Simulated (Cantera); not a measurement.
Gas mixture: 81.5 % H₂O, 18.5 % CH₄, at 750 Torr, frozen composition.

Cantera's kinetic-theory transport with the Lennard-Jones parameters of GRI-Mech 3.0, ideal gas; thermal conductivity in the multicomponent form. Polar gases are described roughly by these parameters. The composition is frozen, though it would react at the higher temperatures.

One state of this run: ρ (kg/m³) = 0.236; cp (J/kg/K) = 2567; μ (µPa s) = 31.3; λ (mW/m/K) = 114; Pr = 0.702; D (cm²/s) O = 2.66; D (cm²/s) NO = 1.68; D (cm²/s) CH₃ = 1.79. D: mixture-averaged diffusion coefficient of that species in the mixture.

Which value of T (K) does it belong to?
A) 1000
B) 900
C) 500
D) 400

B, 900
